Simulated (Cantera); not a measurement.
A freely propagating, adiabatic, planar premixed flame of H₂ : O₂ : N₂ = 1 : 0.294 : 1.41 (molar parts), unburnt at 398 K and 1.00 bar; multicomponent+Soret transport, grid criteria slope 0.08 and curve 0.16, no radiation.

Model: the H2/O2 subset of GRI-Mech 3.0, which has no nitrogen chemistry, integrated in Cantera. Burning velocities carry a grid error of a few per cent, more on coarse grids.

x: mole fraction of selected species; z is measured from the peak of heat release.

```csv
z (mm),T (K),u (m/s),x H₂,x O₂,x OH,x H,x O,x H₂O₂
-1.12,398,3.51,0.370,0.109,<1e-8,<1e-8,<1e-8,<1e-8
-0.744,398,3.51,0.370,0.109,<1e-8,<1e-8,<1e-8,<1e-8
-0.558,398,3.51,0.370,0.109,<1e-8,<1e-8,<1e-8,<1e-8
-0.372,398,3.51,0.369,0.109,<1e-8,<1e-8,<1e-8,<1e-8
-0.186,421,3.61,0.349,0.112,[?],1.95e-5,3.13e-6,1.19e-5
-0.0930,679,5.63,0.311,0.106,[?],0.00360,0.000156,5.68e-5
0,1078,8.82,0.248,0.0771,[?],0.0249,0.00172,6.39e-6
0.0930,1365,11.1,0.175,0.0319,[?],0.0523,0.00343,1.55e-6
0.186,1506,12.2,0.143,0.00905,[?],0.0621,0.00249,9.60e-7
0.372,1628,13.2,0.137,0.00145,0.00406,0.0568,0.00144,5.80e-7
0.744,1738,14.0,0.144,0.000713,0.00403,0.0441,0.000978,3.31e-7
1.49,1840,14.7,0.151,0.000391,[?],0.0314,0.000561,1.68e-7
2.98,1921,15.2,0.157,0.000181,[?],0.0208,0.000268,8.04e-8
```

Problem. Complete the blanks.

Solution. 
- -0.186, x OH: 2.50e-5
- -0.0930, x OH: 0.000792
- 0, x OH: 0.00129
- 0.0930, x OH: 0.00299
- 0.186, x OH: 0.00371
- 1.49, x OH: 0.00353
- 2.98, x OH: 0.00271
